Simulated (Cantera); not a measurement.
A closed system holds: 1 mol SiCl4, 1.6 mol Cl2, 14 mol H2, 0.84 mol HCl, at 1077 °C and 8.30 bar.

Method: chemical equilibrium by Gibbs-energy minimisation in Cantera with the NASA 1993 tables (ideal gas, pure condensed phases). Candidate condensed phases: Si; 19 gas species. The tables' values for SiCl3 are old estimates; treat these amounts as uncertain. Kinetics and transport are ignored.

**Question.** What is the equilibrium state?

**Answer.** 
```
Item                                 Result
--------------------------------  ---------
x(H2)                                 0.701
x(HCl)                                0.242
x(SiCl4)                             0.0474
x(SiHCl3)                           0.00787
x(SiCl3)                            0.00156
x(SiCl2)                           0.000257
x(SiH2Cl2)                         0.000191
x(SiH3Cl)                           1.31e-6
gas amount                        17.46 mol
log10 activity of Si(s) (absent)      -2.96
```
